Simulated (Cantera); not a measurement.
A counterflow diffusion flame at 750 Torr, nozzles 20 mm apart: fuel side CH4 : N2 = 1 : 0.73 (molar parts) at 575 K, oxidiser side O2 : N2 = 0.25 : 0.75 (molar parts) at 450 K, fuel mass flux 0.74 times the oxidiser's; mixture-averaged transport, no radiation.

Cantera simulation using GRI-Mech 3.0 (53 species, 325 reactions); the numbers are that mechanism's predictions, not measurements. GRI-Mech 3.0 has no aromatics or soot, which form on the fuel side of real flames. The maximum strain rate includes the flame's own expansion and is several times the mean.

x: mole fraction; the columns are a selection and need not sum to one.

```
oxidiser flux (kg/m²/s)  max strain (1/s)  mean strain (1/s)  T max (K)  peak x OH  peak x H  peak x NO  peak x CO  peak x C2H2
-----------------------  ----------------  -----------------  ---------  ---------  --------  ---------  ---------  -----------
0.25                                  172               37.1       2193    0.00977   0.00441   0.000366     0.0632       0.0131
0.42                                  272               62.3       2171    0.00981   0.00475   0.000326     0.0617       0.0121
0.69                                  [?]                102       2148    0.00972   0.00505        [?]     0.0603       0.0111
1.1                                   655                163       2128    0.00960   0.00532   0.000239     0.0594       0.0103
1.9                                  1090                282       2097    0.00921   0.00553   0.000179     0.0587      0.00903
3.2                                   [?]                475       2056    0.00851   0.00551        [?]     0.0584          [?]
5.2                                  2780                771       1999    0.00734   0.00506    6.13e-5     0.0584      0.00533
```

### Question
Some entries are withheld; supply them.

### Answer

- 0.69, max strain (1/s): 426
- 0.69, peak x NO: 0.000284
- 3.2, max strain (1/s): 1770
- 3.2, peak x NO: 0.000118
- 3.2, peak x C2H2: 0.00745
